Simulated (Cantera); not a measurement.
# Equilibrium for calcination and drying: MgSO4 + O2

A closed system holds: 1 mol MgSO4, 2.2 mol O2, equilibrated at 750 Torr.

Method: chemical equilibrium by Gibbs-energy minimisation in Cantera with the NASA 1993 tables (ideal gas, pure condensed phases). Candidate condensed phases: Mg, MgO, MgS, MgSO4, S; 14 gas species. Mutual solubility and eutectic melting of coexisting phases are not modelled. Equilibrium is a limit: real reactors are often held back by kinetics, nucleation or transport.

From 800 K to 1000 K the condensed part is MgSO4(s). From 1100 K to 1300 K the condensed part is MgO(s) + MgSO4(s). From 1400 K to 1800 K the condensed part is MgO(s).

| T (K) | x O2 | x SO2 | x SO3 | x O | x SO | n MgSO4(s) | n MgO(s) |
|---|---|---|---|---|---|---|---|
| 800 | 1.00 | 3.27e-11 | 1.13e-9 | <1e-12 | <1e-12 | 1.00 | 0 |
| 900 | 1.00 | 1.84e-8 | 1.23e-7 | 5.38e-12 | <1e-12 | 1.00 | 0 |
| 1000 | 1.000 | 2.82e-6 | 5.10e-6 | 1.57e-10 | <1e-12 | 1.000 | 0 |
| 1100 | 1.000 | 0.000168 | 0.000105 | 2.50e-9 | <1e-12 | 0.999 | 0.000600 |
| 1200 | 0.994 | 0.00493 | 0.00126 | 2.50e-8 | 4.07e-12 | 0.986 | 0.0137 |
| 1300 | 0.902 | 0.0876 | 0.0102 | 1.68e-7 | 7.80e-10 | 0.750 | 0.250 |
| 1400 | 0.728 | 0.258 | 0.0142 | 8.07e-7 | 1.88e-8 | 0 | 1.00 |
| 1500 | 0.729 | 0.263 | 0.00839 | 3.46e-6 | 1.08e-7 | 0 | 1.00 |
| 1600 | 0.729 | 0.266 | 0.00526 | 1.24e-5 | 4.96e-7 | 0 | 1.00 |
| 1700 | 0.729 | 0.267 | 0.00348 | 3.82e-5 | 1.89e-6 | 0 | 1.00 |
| 1800 | 0.729 | 0.268 | 0.00241 | 0.000104 | 6.22e-6 | 0 | 1.00 |
x: gas mole fraction; n: condensed amount in mol.
